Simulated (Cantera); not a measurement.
Cantera run, input and output.

```python
import numpy as np
import cantera as ct

gas = ct.Solution("gri30.yaml")


def delay(T, t_max=10):
    gas.TPX = T, 100000, {'CO': 1, 'H2': 0.048, 'CH4': 0.37, 'O2': 1.81, 'N2': 6.79}
    reactor = ct.IdealGasReactor(gas, clone=False)
    net = ct.ReactorNet([reactor])
    net.rtol, net.atol = 1e-8, 1e-16
    while net.time < t_max:
        t_old, T_old = net.time, reactor.T
        net.step()
        if reactor.T > T + 400:  # ignition: a rise of 400 K
            return t_old + (T + 400 - T_old) / (reactor.T - T_old) * (net.time - t_old)
    return np.nan


taus = []
for T in [1300, 1350, 1400, 1450, 1500, 1550, 1600, 1650, 1700, 1750]:
    taus.append(delay(T))
    print(f"T0 = {T:6g} K   tau = {taus[-1]:.4e} s")
```

Result:

```
T0 =   1300 K   tau = 2.1760e-03 s
T0 =   1350 K   tau = 1.3516e-03 s
T0 =   1400 K   tau = 8.7465e-04 s
T0 =   1450 K   tau = 5.8955e-04 s
T0 =   1500 K   tau = 4.1207e-04 s
T0 =   1550 K   tau = 2.9674e-04 s
T0 =   1600 K   tau = 2.1877e-04 s
T0 =   1650 K   tau = 1.6430e-04 s
T0 =   1700 K   tau = 1.2525e-04 s
T0 =   1750 K   tau = 9.6713e-05 s
```

Model: GRI-Mech 3.0 (53 species, 325 reactions), integrated in Cantera.
